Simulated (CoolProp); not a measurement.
R1132(E) along the isotherm 400 K: Z from the reference equation and from simpler models built on Tc = 348.8 K, pc = 5.174 MPa, ω = 0.245; each cubic takes its own stable root.

Computed with CoolProp (reference Helmholtz-energy equation of state, Akasaka 2024).

```tsv
p (MPa)	phase	reference	Pitzer virial	van der Waals	Redlich-Kwong	Soave-Redlich-Kwong	Peng-Robinson
0.722	gas	0.9695	0.9701	0.9698	0.9677	0.9702	0.9656
1.44	gas	0.9382	0.9404	0.9382	0.9346	0.9398	0.9309
2.17	gas	0.9054	___	0.9045	0.8998	0.9081	0.8951
2.89	gas	0.8718	0.8803	0.8691	0.8643	0.8761	0.8592
3.61	gas	0.8370	0.8505	0.8315	0.8274	0.8433	0.8228
4.33	gas	0.8010	0.8207	0.7909	___	0.8096	0.7859
5.06	gas	0.7631	0.7905	0.7462	0.7485	0.7748	0.7481
5.78	supercritical	0.7244	0.7607	0.6978	0.7070	0.7400	0.7109
6.5	supercritical	0.6845	___	0.6444	0.6644	0.7050	0.6740
```

**Question.** Some entries are withheld; supply them.

**Answer.** 
- 2.17, Pitzer virial: 0.9102
- 4.33, Redlich-Kwong: 0.7890
- 6.5, Pitzer virial: 0.7309
